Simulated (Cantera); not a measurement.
A perfectly stirred reactor is fed with 47.6 % C2H6, 52.4 % N2, at 750 Torr; it is held at 1323 K, and followed from long to short residence time.

Computed with Cantera and GRI-Mech 3.0 (53 species, 325 reactions). GRI-Mech 3.0 stops at C3 and has no aromatics, soot or wall deposition, so with more carbon than oxygen in the feed, carbon stays in small species such as C2H2 where larger ones or solid carbon would form.

One state of this run: x C2H6 = 0.0392; x CH2 = 2.64e-9; x HCN = 2.96e-11; x C2H2 = 0.0612; x C2H = 1.46e-9. x: mole fraction; the columns are a selection and need not sum to one.

Question: Which value of τ (s) does it belong to?
A. 2.0
B. 14
C. 0.014
D. 0.0019

Answer: C, 0.014
